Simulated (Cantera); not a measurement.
Charge: 1 mol C2H2, 0.075 mol O2, held at 2000 K and 248 Torr.

Method: chemical equilibrium by Gibbs-energy minimisation in Cantera with the NASA 1993 tables (ideal gas, pure condensed phases). Candidate condensed phases: C, C6H6, C7H8, C8H18, H2O; 110 gas species. The numbers say what is thermodynamically allowed, not how fast it happens.

Base state: H2 0.866, CO 0.130, H 0.00263, C2H2 (acetylene) 0.000665, CH4 0.000105 (mole fractions); condensed: C(graphite).

Problem. What changes in the equilibrium state with this change: C2H2 replaced by C?

Solution. 
```tsv
species	before	after
CO	0.130	1.000
H2	0.866	0
H	0.00263	0
C2H2 (acetylene)	0.000665	0
CH4	0.000105	0
C(graphite), mol	1.85	0.850
```
